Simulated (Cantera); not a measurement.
## Stirred combustor or abatement burner

A perfectly stirred reactor is fed with CO : H2 : CH4 : O2 : N2 = 1 : 1.2 : 0.062 : 2.35 : 8.85 (molar parts), equivalence ratio 0.52, at 1.00 atm; it is adiabatic with a 675 K inlet, and is followed from long to short residence time, starting on the burning branch (τ in s: 0.031, 0.015, 0.0073, 0.0035, 0.0017, 0.00082, 0.0004, 0.00019, 9.2e-05, 4.4e-05, 2.1e-05, 1e-05).

Detailed kinetics in Cantera: GRI-Mech 3.0 (53 species, 325 reactions).

```csv
τ (s),T (K),x CO,x H2,x CH4,x C2H,x HO2
0.031,2002,0.00168,0.000403,7.33e-7,<1e-12,2.39e-6
0.015,1988,0.00257,0.000617,1.16e-6,<1e-12,3.14e-6
0.0073,1967,0.00391,0.000949,1.82e-6,<1e-12,4.43e-6
0.0035,1935,0.00590,0.00145,2.91e-6,<1e-12,6.58e-6
0.0017,1892,0.00858,0.00215,4.70e-6,<1e-12,9.78e-6
0.00082,1833,0.0121,0.00307,7.96e-6,<1e-12,1.44e-5
0.00040,1757,0.0167,0.00421,1.43e-5,<1e-12,2.05e-5
0.00019,1656,0.0235,0.00564,2.93e-5,<1e-12,2.88e-5
9.2e-5,1528,0.0344,0.00773,7.24e-5,<1e-12,4.07e-5
4.4e-5,1349,0.0528,0.0146,0.000287,<1e-12,6.41e-5
2.1e-5,675,0.0743,0.0891,0.00461,<1e-12,<1e-12
1.0e-5,675,0.0743,0.0891,0.00461,<1e-12,<1e-12
```
x: mole fraction; the columns are a selection and need not sum to one.
